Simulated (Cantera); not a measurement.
An isothermal, constant-pressure homogeneous reactor starts with C2H6 : N2 = 1 : 2 (molar parts), at 1700 K and 0.593 Torr. Integrator tolerance rtol = 1e-08.

Cantera simulation using GRI-Mech 3.0 (53 species, 325 reactions); the numbers are that mechanism's predictions, not measurements. GRI-Mech 3.0 stops at C3 and has no aromatics, soot or wall deposition, so with more carbon than oxygen in the feed, carbon stays in small species such as C2H2 where larger ones or solid carbon would form. Radical loss at walls, strong at low pressure, is not modelled.

Question: What does this change do: C2H6 1 to 0.24 parts?

Answer: 
| quantity | before | after |
|---|---|---|
| x(C2H6) at 100 s | 9.11e-11 (gas-phase equilibrium 1.48e-12) | 8.44e-11 (gas-phase equilibrium <1e-12) |
| x(H) at 100 s | 0.00329 (gas-phase equilibrium 0.00333) | 0.00179 (gas-phase equilibrium 0.00221) |
| x(C2H) at 100 s | 9.22e-6 (gas-phase equilibrium 6.42e-6) | 5.03e-6 (gas-phase equilibrium 2.83e-6) |
| x(HCN) at 100 s | 2.66e-5 (gas-phase equilibrium 0.124) | 4.77e-5 (gas-phase equilibrium 0.0959) |
| x(CH3) at 100 s | 1.43e-5 (gas-phase equilibrium 1.58e-6) | 1.26e-5 (gas-phase equilibrium 3.77e-7) |
| x(C2H2) at 100 s | 0.200 (gas-phase equilibrium 0.138) | 0.0881 (gas-phase equilibrium 0.0402) |

Question: What does this change do: pressure from 0.593 Torr to 100.0 Torr?

Answer: 
| quantity | before | after |
|---|---|---|
| x(C2H6) at 100 s | 9.11e-11 (gas-phase equilibrium 1.48e-12) | 6.09e-8 (gas-phase equilibrium 4.21e-8) |
| x(H) at 100 s | 0.00329 (gas-phase equilibrium 0.00333) | 0.000256 (gas-phase equilibrium 0.000256) |
| x(C2H) at 100 s | 9.22e-6 (gas-phase equilibrium 6.42e-6) | 7.16e-7 (gas-phase equilibrium 4.93e-7) |
| x(HCN) at 100 s | 2.66e-5 (gas-phase equilibrium 0.124) | 1.61e-5 (gas-phase equilibrium 0.124) |
| x(CH3) at 100 s | 1.43e-5 (gas-phase equilibrium 1.58e-6) | 2.47e-5 (gas-phase equilibrium 2.05e-5) |
| x(C2H2) at 100 s | 0.200 (gas-phase equilibrium 0.138) | 0.199 (gas-phase equilibrium 0.137) |
